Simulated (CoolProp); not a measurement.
The fluid at 387.39 K and 7.37 MPa is throttled through a valve to 3.74 MPa with no heat exchange. The same conditions are run with several fluids, on thermodynamics alone (safety and materials aside).

The numbers come from the reference Helmholtz-energy equation of state of each fluid (R124: de Vries 1995; water: Wagner 2002; isobutene: Lemmon 2005; n-heptane: Span 2003; tetradecamethylhexasiloxane (MD4M): Thol 2019) in CoolProp.

Rank R124, water, isobutene, n-heptane, tetradecamethylhexasiloxane (MD4M) by temperature change (K), highest first.

tetradecamethylhexasiloxane (MD4M) (+1.3), n-heptane (+1.0), water (+0.6), isobutene (-1.7), R124 (-4.0)

```tsv
fluid	final density (kg/m³)
R124	965
water	949
isobutene	458
n-heptane	605
tetradecamethylhexasiloxane (MD4M)	807
```
